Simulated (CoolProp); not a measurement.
A single-stage vapour-compression cycle with R141b: evaporating at 262.15 K (dew point), condensing at 329.15 K (bubble point), superheat 0 K, subcooling 8 K, compressor efficiency 0.9, no pressure losses. Each further row changes one setting.

Values from CoolProp's reference Helmholtz-energy equation of state, Lemmon 2006. It is a short technical equation, of lower accuracy than the large ones.

```tsv
case	cooling COP	pressure ratio	discharge temperature (K)	refrigerating effect (kJ/kg)	volumetric capacity (kJ/m³)
as stated	2.95	13.2	344.9	175	157
evaporating temperature 267.15 K	3.31	10.3	342.5	178	202
condensing temperature 324.15 K	3.26	11.4	339.7	181	163
subcooling 13 K	3.05	13.2	344.9	181	163
superheat 10 K	2.96	13.2	355.8	182	158
compressor efficiency 0.8	2.62	13.2	353.4	175	157
```
